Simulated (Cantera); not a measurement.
A Cantera script and what it prints.

```python
import numpy as np
import cantera as ct

gas_names = """
    H HO2 H2 H2O H2O2 O OH O2 O3 Ta TaO TaO2
""".split()
cond_names = """
    H2O(s) H2O(L) Ta(cr) Ta(L) Ta2O5(s) Ta2O5(L)
""".split()


# ... load() reads the species with a 1 bar reference pressure and builds the phases ...
atoms = {
    'Ta2O5': {'Ta': 2, 'O': 5},
    'H2': {'H': 2},
}
top_T = {}  # K; cautious upper limits of use, not melting points


# ... equilibrate(T, P, feed) seeds the gas with the atoms and calls Mixture.equilibrate('TP', solver="vcs", rtol=1e-11, max_steps=5000) ...
results = []
feed = {'Ta2O5': 1, 'H2': 12}  # mol
T = 1275  # K
P = 1900  # Pa
mix = equilibrate(T, P, feed)
results.append((T, P, feed, dict(zip(mix.species_names, mix.species_moles))))
print(gas.report(threshold=0.0001))
for i in range(1, mix.n_phases):
    print(f"{mix.phase(i).name:16s} {mix.phase_moles(i):12.5e} mol")
```

Output:

```
       temperature   1275 K
          pressure   1900 Pa
           density   0.00036136 kg/m^3
  mean mol. weight   2.0162 kg/kmol
   phase of matter   gas

                          1 kg             1 kmol
                     ---------------   ---------------
          enthalpy        1.4461e+07        2.9156e+07  J
   internal energy        9.2029e+06        1.8555e+07  J
           entropy        1.0251e+05        2.0667e+05  J/K
    Gibbs function       -1.1623e+08       -2.3435e+08  J
 heat capacity c_p             15584             31420  J/K
 heat capacity c_v             11460             23105  J/K

                      mass frac. Y      mole frac. X     chem. pot. / RT
                     ---------------   ---------------   ---------------
                H2            0.9999           0.99998           -22.106
     [  +11 minor]        0.00010029        1.6273e-05

Ta(cr)            5.24401e-05 mol
Ta2O5(s)          9.99974e-01 mol
```

Cantera equilibrium calculation (NASA polynomials, part measured and part estimated; ideal gas, pure solids and liquids).
